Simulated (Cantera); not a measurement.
A closed system holds: 1 mol AlN, 0.086 mol C, 0.23 mol N2, equilibrated at 2300 °C and 4.43 Torr.

These are equilibrium values from Cantera (NASA tables, ideal gas, pure condensed phases), not measurements of a reactor. Candidate condensed phases: Al, AlN, C; 16 gas species. Rates play no part.

Base state: Al 0.577, N2 0.421, CN 0.00157, C3 0.000254, C 7.48e-5, Al2 5.87e-5, C2N2 5.00e-5, C2 2.37e-5 (mole fractions); condensed: C(graphite).

Problem. What changes in the equilibrium state with this change: temperature from 2300 °C to 1652 °C?

Solution. 
| species | before | after |
|---|---|---|
| N2 | 0.421 | 0.990 |
| Al | 0.577 | 0.0104 |
| CN | 0.00157 | 2.64e-6 |
| C3 | 0.000254 | <1e-9 |
| C | 7.48e-5 | <1e-9 |
| C(graphite), mol | 0.0815 | 0.0860 |
| AlN(s), mol | 0 | 0.998 |
